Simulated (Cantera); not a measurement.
A Cantera script and what it prints.

```python
import numpy as np
import cantera as ct

gas_names = """
    F F2 FS2F,fluorodisu N NF NF2 NF3 N2 S SF SF2 SF3 SF4 SF5 SF6 SN S2 S2F2,thiothiony S8 Si SiF SiF2
    SiF3 SiF4 SiN SiS Si2 Si2N Si3
""".split()
cond_names = """
    S(cr1) S(cr2) S(L) Si(cr) Si(L) Si3N4(a)
""".split()


def load(file, names, dense=False):
    # The tables refer to 1 bar. Condensed volumes are neglected.
    table = {s.name: s for s in ct.Species.list_from_file(file)}
    out = []
    for n in names:
        d = dict(table[n].input_data)
        d["thermo"] = dict(d["thermo"], **{"reference-pressure": 1e5})
        if dense:
            d["equation-of-state"] = {"model": "constant-volume", "density": "1e6 g/cm^3"}
        out.append(ct.Species.from_dict(d))
    return out


gas = ct.Solution(thermo="ideal-gas", species=load("nasa_gas.yaml", gas_names))
cond = {s.name: ct.Solution(thermo="fixed-stoichiometry", species=[s], name=s.name)
        for s in load("nasa_condensed.yaml", cond_names, dense=True)}
atoms = {
    'Si': {'Si': 1},
    'SF6': {'S': 1, 'F': 6},
    'N2': {'N': 2},
}
top_T = {'Si3N4(a)': 2400}  # K; cautious upper limits of use, not melting points


def equilibrate(T, P, feed):
    n = {}
    for name, mol in feed.items():
        for a, k in atoms[name].items():
            n[a] = n.get(a, 0.0) + k * mol
    gas.TPX = T, P, n
    mass = sum(n.values()) * gas.mean_molecular_weight
    gas.equilibrate("TP")
    valid = [c for c in cond.values() if c.min_temp <= T <= top_T.get(c.name, c.max_temp)]
    mix = ct.Mixture([(gas, mass / gas.mean_molecular_weight)] + [(c, 0.0) for c in valid])
    mix.T, mix.P = T, P
    mix.equilibrate("TP", solver="vcs", rtol=1e-11, max_steps=5000)
    return mix


results = []
feed = {'Si': 1, 'SF6': 3.4, 'N2': 0.43}  # mol
P = 1200  # Pa
for T in [1000, 1050, 1100, 1150, 1200, 1250, 1300, 1350, 1400, 1450, 1500]:
    mix = equilibrate(T, P, feed)
    results.append((T, P, feed, dict(zip(mix.species_names, mix.species_moles))))

top = {s: max(r[3][s] / sum(r[3][g] for g in gas_names) for r in results) for s in gas_names}
cols = sorted((s for s in top if top[s] > 0.0001), key=lambda s: -top[s])[:8]
seen = [c for c in cond_names if any(r[3].get(c, 0) > 1e-12 for r in results)]
print("log10 of partial pressures in bar; condensed amounts in mol")
print(f"{'T/K':>10s}" + "".join(f"{s[:9]:>10s}" for s in cols + seen))
for T, P, feed, n in results:
    ng = sum(n[g] for g in gas_names)
    print(f"{T:10.4g}" + "".join(f"{np.log10(max(n[s] / ng * P / 1e5, 1e-99)):10.3f}" for s in cols)
          + "".join(f"{n.get(c, 0):10.4g}" for c in seen))
```

Output:

```
log10 of partial pressures in bar; condensed amounts in mol
       T/K       SF4         F       SF6      SiF4        N2       SF3       SF2       SF5
      1000    -2.306    -7.495    -2.457    -2.605    -2.971    -4.865    -5.471    -6.202
      1050    -2.307    -6.723    -2.457    -2.605    -2.971    -4.791    -5.459    -5.992
      1100    -2.307    -6.022    -2.457    -2.605    -2.971    -4.723    -5.449    -5.800
      1150    -2.307    -5.382    -2.457    -2.605    -2.971    -4.662    -5.439    -5.626
      1200    -2.308    -4.796    -2.458    -2.605    -2.972    -4.605    -5.430    -5.467
      1250    -2.308    -4.259    -2.462    -2.607    -2.973    -4.551    -5.418    -5.321
      1300    -2.308    -3.767    -2.474    -2.611    -2.978    -4.497    -5.399    -5.191
      1350    -2.306    -3.323    -2.506    -2.622    -2.989    -4.434    -5.357    -5.080
      1400    -2.302    -2.938    -2.587    -2.649    -3.015    -4.346    -5.262    -5.001
      1450    -2.297    -2.636    -2.773    -2.698    -3.064    -4.206    -5.058    -4.982
      1500    -2.295    -2.448    -3.137    -2.758    -3.124    -3.985    -4.685    -5.061
```

Cantera equilibrium calculation (NASA polynomials, part measured and part estimated; ideal gas, pure solids and liquids). The tables' values for SF3, SF5 are old estimates; treat these amounts as uncertain.
